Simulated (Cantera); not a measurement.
**Stirred combustor or abatement burner**

A perfectly stirred reactor is fed with CH4 : O2 : N2 = 1 : 3.39 : 12.7 (molar parts), at 10.0 bar; it is adiabatic with a 725 K inlet, and is followed from long to short residence time, starting on the burning branch (τ in s: 0.032, 0.015, 0.0072, 0.0034, 0.0016, 0.00078, 0.00037, 0.00018, 8.4e-05, 4e-05, 1.9e-05, 9e-06, 4.3e-06).

Model: GRI-Mech 3.0 (53 species, 325 reactions), integrated in Cantera.

| τ (s) | T (K) | x CH4 | x O2 | x CO2 | x C2H4 | x H2O2 | x CH2 |
|---|---|---|---|---|---|---|---|
| 0.032 | 1989 | 3.91e-6 | 0.0811 | 0.0583 | 3.78e-10 | 2.02e-7 | 1.40e-8 |
| 0.015 | 1988 | 7.81e-6 | 0.0811 | 0.0583 | 1.46e-9 | 2.16e-7 | 2.95e-8 |
| 0.0072 | 1986 | 1.47e-5 | 0.0812 | 0.0581 | 4.84e-9 | 2.41e-7 | 6.02e-8 |
| 0.0034 | 1983 | 2.67e-5 | 0.0813 | 0.0579 | 1.44e-8 | 2.86e-7 | 1.23e-7 |
| 0.0016 | 1978 | 4.69e-5 | 0.0815 | 0.0574 | 3.81e-8 | 3.60e-7 | 2.46e-7 |
| 0.00078 | 1971 | 7.88e-5 | 0.0818 | 0.0567 | 8.76e-8 | 4.64e-7 | 4.66e-7 |
| 0.00037 | 1958 | 0.000135 | 0.0824 | 0.0554 | 1.98e-7 | 6.18e-7 | 8.79e-7 |
| 0.00018 | 1938 | 0.000233 | 0.0835 | 0.0533 | 4.35e-7 | 8.27e-7 | 1.58e-6 |
| 8.4e-5 | 1901 | 0.000450 | 0.0857 | 0.0493 | 1.14e-6 | 1.15e-6 | 2.85e-6 |
| 4.0e-5 | 1813 | 0.00130 | 0.0923 | 0.0393 | 7.30e-6 | 1.95e-6 | 4.79e-6 |
| 1.9e-5 | 725 | 0.0585 | 0.198 | <1e-12 | <1e-12 | <1e-12 | <1e-12 |
| 9.0e-6 | 725 | 0.0585 | 0.198 | <1e-12 | <1e-12 | <1e-12 | <1e-12 |
| 4.3e-6 | 725 | 0.0585 | 0.198 | <1e-12 | <1e-12 | <1e-12 | <1e-12 |
x: mole fraction; the columns are a selection and need not sum to one.
